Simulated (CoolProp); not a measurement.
Ethanol along the isobar 17.4 MPa: Z from the reference equation and from simpler models built on Tc = 241.6 °C, pc = 6.268 MPa, ω = 0.644; each cubic takes its own stable root.

The numbers come from the reference Helmholtz-energy equation of state, Schroeder 2014 in CoolProp.

| T (°C) | phase | reference |
|---|---|---|
| 146.45 | liquid | 0.3339 |
| 163.15 | liquid | 0.3310 |
| 179.85 | liquid | 0.3299 |
| 196.55 | liquid | 0.3305 |
| 213.25 | liquid | 0.3333 |
| 229.95 | liquid | 0.3386 |
| 246.65 | supercritical | 0.3478 |
| 263.35 | supercritical | 0.3632 |
| 280.05 | supercritical | 0.3883 |
| 296.75 | supercritical | 0.4258 |
| 313.45 | supercritical | 0.4747 |
| 330.15 | supercritical | 0.5318 |
| 346.85 | supercritical | 0.5914 |

### Question
How far does each simpler model (Soave-Redlich-Kwong, Peng-Robinson) lie from the reference over these 13 states: mean and median of the absolute difference, and the worst?

### Answer
- Soave-Redlich-Kwong: mean 26.9 %, median 26.5 %, worst +33.2 % at 280.05 °C and 17.4 MPa
- Peng-Robinson: mean 15.0 %, median 14.7 %, worst +22.2 % at 296.75 °C and 17.4 MPa
